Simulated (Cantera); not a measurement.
What does this Cantera script print?

```python
import numpy as np
import cantera as ct

gas = ct.Solution("h2o2.yaml")
gas.TPX = 1125, 420, {'H2': 0.029, 'O2': 1, 'N2': 1.6}
reactor = ct.IdealGasConstPressureReactor(gas, energy="off", clone=False)
net = ct.ReactorNet([reactor])
net.rtol, net.atol = 1e-08, 1e-18
show = ['H2', 'O2', 'H', 'H2O2', 'H2O', 'OH', 'O']
times = np.geomspace(2e-05, 20, 14)

steps = ct.SolutionArray(gas, extra=["t"])
rows = []
print(f"{'t/s':>10s}{'T/K':>9s}{'P/Pa':>11s}" + "".join(f"{s:>11s}" for s in show))
for t in times:
    while net.time < t:
        t_next = net.step()
        steps.append(gas.state, t=t_next)
    rows.append([np.interp(t, steps.t, y) for y in (steps.T, steps.P, *steps(*show).X.T)])
    print(f"{t:10.3e}{rows[-1][0]:9.1f}{rows[-1][1]:11.4g}" + "".join(f"{x:11.3e}" for x in rows[-1][2:]))
rate = np.gradient(steps.T, steps.t)
print("integrator steps:", len(steps.t))
if steps.T.max() > steps.T[0] + 200:
    print(f"time of steepest temperature rise: {steps.t[rate.argmax()]:.4e} s")
gas.TPX = 1125, 420, {'H2': 0.029, 'O2': 1, 'N2': 1.6}
gas.equilibrate("TP")
print(f"equilibrium (TP): T = {gas.T:.1f} K  " + "  ".join(f"{s} {gas[s].X[0]:.3e}" for s in show))
```

Result:

```
       t/s      T/K       P/Pa         H2         O2          H       H2O2        H2O         OH          O
 2.000e-05   1125.0        420  1.103e-02  3.804e-01  5.234e-12  7.571e-18  6.751e-16  1.054e-13  1.058e-13
 5.789e-05   1125.0        420  1.103e-02  3.804e-01  1.461e-11  6.298e-17  1.558e-14  8.479e-13  8.567e-13
 1.675e-04   1125.0        420  1.103e-02  3.804e-01  3.841e-11  5.269e-16  3.507e-13  6.464e-12  6.660e-12
 4.849e-04   1125.0        420  1.103e-02  3.804e-01  8.983e-11  4.403e-15  7.059e-12  4.279e-11  4.661e-11
 1.403e-03   1125.0        420  1.103e-02  3.804e-01  2.045e-10  3.682e-14  1.176e-10  2.299e-10  2.873e-10
 4.062e-03   1125.0        420  1.103e-02  3.804e-01  8.266e-10  3.070e-13  1.908e-09  1.428e-09  2.162e-09
 1.176e-02   1125.0        420  1.103e-02  3.804e-01  2.490e-08  2.572e-12  9.964e-08  4.765e-08  7.771e-08
 3.403e-02   1125.0        420  9.418e-03  3.791e-01  3.227e-04  4.636e-09  1.209e-03  4.844e-04  8.813e-04
 9.848e-02   1125.0        420  1.187e-04  3.713e-01  1.342e-03  5.911e-09  9.931e-03  6.283e-04  7.917e-03
 2.850e-01   1125.0        420  1.009e-04  3.720e-01  1.071e-03  5.873e-09  1.012e-02  5.813e-04  6.851e-03
 8.249e-01   1125.0        420  7.021e-05  3.736e-01  6.047e-04  6.017e-09  1.044e-02  4.855e-04  4.649e-03
 2.388e+00   1125.0        420  3.009e-05  3.755e-01  1.649e-04  5.848e-09  1.081e-02  3.183e-04  1.943e-03
 6.910e+00   1125.0        420  6.909e-06  3.766e-01  1.795e-05  4.501e-09  1.100e-02  1.529e-04  4.419e-04
 2.000e+01   1125.0        420  1.098e-06  3.769e-01  1.143e-06  2.212e-09  1.106e-02  6.118e-05  7.035e-05
integrator steps: 1336
equilibrium (TP): T = 1125.0 K  H2 6.763e-10  O2 3.769e-01  H 1.795e-11  H2O2 5.170e-12  H2O 1.109e-02  OH 1.533e-06  O 4.401e-08
```

Model: the H2/O2 subset of GRI-Mech 3.0, which has no nitrogen chemistry, integrated in Cantera. Radical loss at walls, strong at low pressure, is not modelled.
